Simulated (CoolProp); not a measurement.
Octamethyltrisiloxane (MDM) along the isotherm 301.85 °C: fugacity coefficient from the reference equation and from simpler models built on Tc = 292.2 °C, pc = 14.38 bar, ω = 0.528; each cubic takes its own stable root.

Values from CoolProp's reference Helmholtz-energy equation of state, Thol 2017.

| p (bar) | phase | reference |
|---|---|---|
| 0.0682 | gas | 0.9985 |
| 0.11 | gas | 0.9976 |
| 0.178 | gas | 0.9961 |
| 0.288 | gas | 0.9938 |
| 0.465 | gas | 0.9899 |
| 0.751 | gas | 0.9837 |
| 1.21 | gas | 0.9738 |
| 1.96 | gas | 0.9577 |
| 3.17 | gas | 0.9317 |
| 5.11 | gas | 0.8902 |
| 8.26 | gas | 0.8230 |
| 13.3 | gas | 0.7133 |
| 21.6 | supercritical | 0.5206 |

How far does each simpler model (van der Waals, Soave-Redlich-Kwong, Peng-Robinson) lie from the reference over these 13 states: mean and median of the absolute difference, and the worst?


- van der Waals: mean 1.0 %, median 0.2 %, worst +5.3 % at 301.85 °C and 21.6 bar
- Soave-Redlich-Kwong: mean 0.3 %, median 0.1 %, worst +2.6 % at 301.85 °C and 21.6 bar
- Peng-Robinson: mean 0.8 %, median 0.4 %, worst -2.8 % at 301.85 °C and 13.3 bar
